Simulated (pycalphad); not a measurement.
Source of the numbers: pycalphad with the COST 507 light-alloy database (1999); pressure 1 atm. These are 1990s assessments: newer ones move some temperatures and phases. Not assessed as a whole: an extrapolation from subsystems, which can miss ternary compounds. Phase fractions are per mole of atoms.

**Question.** Give the equilibrium state of Al-5.45Sn-2.98Si (at.%) at 327 °C.

**Answer.** fcc, fraction 0.913, with 0.02 Sn, 0.09 Si at.%; liquid, fraction 0.058, with 94.1 Sn, <0.01 Si at.%; diamond (Si), fraction 0.029, with <0.01 Sn, >99.99 Si at.%.

**Question.** Give the equilibrium state of Al-5.45Sn-2.98Si (at.%) at 227 °C.

**Answer.** fcc, fraction 0.915, with <0.01 Sn, 0.01 Si at.%; bct (Sn), fraction 0.055, with 99.02 Sn, no Si at.%; diamond (Si), fraction 0.030, with <0.01 Sn, >99.99 Si at.%.

An entry "none" or "no" means that the model of the phase leaves that element out.
